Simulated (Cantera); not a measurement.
Input: 1 mol CF4, a varied amount of CH4, held at 1450 K and 0.0770 bar.

These are equilibrium values from Cantera (NASA tables, ideal gas, pure condensed phases), not measurements of a reactor. Candidate condensed phases: C, C6H6, C7H8, C8H18; 95 gas species. Gases not in the tables: C2F6 and larger saturated fluorocarbons. Rates play no part.

log p: log10 of the partial pressure in bar; n: condensed amount in mol.

```
n(CH4) (mol)  log p HF  log p CF4  log p H2  log p CF2  log p CF3  log p H  n C(graphite)
------------  --------  ---------  --------  ---------  ---------  -------  -------------
0.13             -1.54      -1.32     -9.75      -5.36      -5.76    -9.90          0.260
0.3              -1.31      -1.55     -9.18      -5.48      -5.94    -9.61          0.600
0.46               [?]        [?]       [?]        [?]        [?]      [?]            [?]
0.63             -1.17      -2.01     -8.67      -5.71      -6.28    -9.36           1.26
0.79             -1.14      -2.32     -8.45      -5.86      -6.52    -9.25           1.58
0.96             -1.12      -3.10     -8.01      -6.26      -7.10    -9.03           1.92
1.1              -1.13       <-13     -2.44     -11.86       <-13    -6.24           2.10
1.3              -1.17       <-13       [?]        [?]       <-13      [?]            [?]
1.5              -1.21       <-13     -1.81     -12.64       <-13    -5.93           2.50
```

Problem. What belongs in the gaps?

Solution. 
- 0.46, log p HF: -1.23
- 0.46, log p CF4: -1.76
- 0.46, log p H2: -8.90
- 0.46, log p CF2: -5.58
- 0.46, log p CF3: -6.09
- 0.46, log p H: -9.47
- 0.46, n C(graphite): 0.920
- 1.3, log p H2: -2.00
- 1.3, log p CF2: -12.38
- 1.3, log p H: -6.02
- 1.3, n C(graphite): 2.30
